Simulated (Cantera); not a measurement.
Cantera run:

```python
import numpy as np
import cantera as ct

gas_names = """
    C CH CH2 CH3 CH2OH CH3O CH4 CH3OH CO CO2 COOH C2 C2H CHCO,ketyl C2H2,acetylene C2H2,vinylidene
    CH2CO,ketene C2H3,vinyl CH3CO,acetyl C2H4 C2H4O,ethylen CH3CHO,ethanal CH3COOH (HCOOH)2 C2H5 C2H6
    CH3OCH3 C2H5OH C2O C3 C3H3,propargyl C3H4,allene C3H4,propyne C3H4,cyclo- C3H5,allyl C3H6,propylene
    C3H6,cyclo- C3H6O C3H7,n-propyl C3H7,i-propyl C3H8 C3H8O,1propanol C3H8O,2propanol C3O2 C4 C4H2
    C4H4,1,3-cyclo- C4H6,butadiene C4H6,2-butyne C4H6,cyclo- C4H8,1-butene C4H8,cis2-buten
    C4H8,tr2-butene C4H8,isobutene C4H8,cyclo- (CH3COOH)2 C4H9,n-butyl C4H9,i-butyl C4H9,s-butyl
    C4H9,t-butyl C4H10,isobutane C4H10,n-butane C5 C5H6,1,3cyclo- C5H8,cyclo- C5H10,1-pentene
    C5H10,cyclo- C5H11,pentyl C5H11,t-pentyl C5H12,n-pentane C5H12,i-pentane CH3C(CH3)2CH3 C6H2
    C6H5,phenyl C6H5O,phenoxy C6H6 C6H5OH,phenol C6H10,cyclo- C6H12,1-hexene C6H12,cyclo- C6H13,n-hexyl
    C7H7,benzyl C7H8 C7H8O,cresol C7H14,1-heptene C7H15,n-heptyl C7H16,n-heptane C8H8,styrene
    C8H10,ethylbenz C8H16,1-octene C8H17,n-octyl C8H18,isooctane C8H18,n-octane C9H19,n-nonyl
    C10H8,naphthale C10H21,n-decyl C12H9,o-bipheny C12H10,bipheny Fe FeC5O5 FeO Fe(OH)2 H HCO HO2 H2
    HCHO,formaldehy HCOOH H2O H2O2 O OH O2 O3
""".split()
cond_names = """
    C(gr) C6H6(L) C7H8(L) C8H18(L),n-octa Fe(a) Fe(c) Fe(d) Fe(L) FeC5O5(L) FeO(s) FeO(L) Fe(OH)2(s)
    Fe(OH)3(s) Fe2O3(s) Fe3O4(s) H2O(s) H2O(L)
""".split()


def load(file, names, dense=False):
    # The tables refer to 1 bar. Condensed volumes are neglected.
    table = {s.name: s for s in ct.Species.list_from_file(file)}
    out = []
    for n in names:
        d = dict(table[n].input_data)
        d["thermo"] = dict(d["thermo"], **{"reference-pressure": 1e5})
        if dense:
            d["equation-of-state"] = {"model": "constant-volume", "density": "1e6 g/cm^3"}
        out.append(ct.Species.from_dict(d))
    return out


gas = ct.Solution(thermo="ideal-gas", species=load("nasa_gas.yaml", gas_names))
cond = {s.name: ct.Solution(thermo="fixed-stoichiometry", species=[s], name=s.name)
        for s in load("nasa_condensed.yaml", cond_names, dense=True)}
atoms = {
    'Fe2O3': {'Fe': 2, 'O': 3},
    'C': {'C': 1},
    'H2': {'H': 2},
    'CH4': {'C': 1, 'H': 4},
}
top_T = {'C(gr)': 4500, 'Fe2O3(s)': 1830, 'Fe3O4(s)': 1870}  # K; cautious upper limits of use, not melting points


def equilibrate(T, P, feed):
    n = {}
    for name, mol in feed.items():
        for a, k in atoms[name].items():
            n[a] = n.get(a, 0.0) + k * mol
    gas.TPX = T, P, n
    mass = sum(n.values()) * gas.mean_molecular_weight
    gas.equilibrate("TP")
    valid = [c for c in cond.values() if c.min_temp <= T <= top_T.get(c.name, c.max_temp)]
    mix = ct.Mixture([(gas, mass / gas.mean_molecular_weight)] + [(c, 0.0) for c in valid])
    mix.T, mix.P = T, P
    mix.equilibrate("TP", solver="vcs", rtol=1e-11, max_steps=5000)
    return mix


results = []
feed = {'Fe2O3': 1, 'C': 1.7, 'H2': 2.8, 'CH4': 0.61}  # mol
P = 400000  # Pa
for T in [1623, 1723, 1823, 1923, 2023, 2123, 2223, 2323, 2423, 2523, 2623]:
    mix = equilibrate(T, P, feed)
    results.append((T, P, feed, dict(zip(mix.species_names, mix.species_moles))))

top = {s: max(r[3][s] / sum(r[3][g] for g in gas_names) for r in results) for s in gas_names}
cols = sorted((s for s in top if top[s] > 1e-05), key=lambda s: -top[s])[:5]
seen = [c for c in cond_names if any(r[3].get(c, 0) > 1e-12 for r in results)]
print("log10 of partial pressures in bar; condensed amounts in mol")
print(f"{'T/K':>10s}" + "".join(f"{s[:9]:>10s}" for s in cols + seen))
for T, P, feed, n in results:
    ng = sum(n[g] for g in gas_names)
    print(f"{T:10.4g}" + "".join(f"{np.log10(max(n[s] / ng * P / 1e5, 1e-99)):10.3f}" for s in cols)
          + "".join(f"{n.get(c, 0):10.4g}" for c in seen))
```

It prints:

```
log10 of partial pressures in bar; condensed amounts in mol
       T/K        H2        CO       H2O       CO2        Fe     Fe(c)     Fe(d)     Fe(L)
      1623     0.338     0.142    -0.441    -1.129    -5.777         2         0         0
      1723     0.337     0.144    -0.433    -1.172    -5.040         0         2         0
      1823     0.336     0.145    -0.427    -1.209    -4.390         0         0         2
      1923     0.335     0.147    -0.422    -1.243    -3.830         0         0         2
      2023     0.334     0.148    -0.418    -1.272    -3.327         0         0     1.999
      2123     0.332     0.149    -0.414    -1.299    -2.875         0         0     1.998
      2223     0.331     0.149    -0.412    -1.323    -2.466         0         0     1.994
      2323     0.329     0.149    -0.411    -1.345    -2.095         0         0     1.987
      2423     0.326     0.148    -0.411    -1.366    -1.756         0         0     1.971
      2523     0.322     0.145    -0.413    -1.386    -1.446         0         0     1.941
      2623     0.314     0.141    -0.419    -1.407    -1.161         0         0     1.886
```

Equilibrium computed with Cantera from the NASA thermochemical tables; the gas is ideal and each condensed phase is pure.
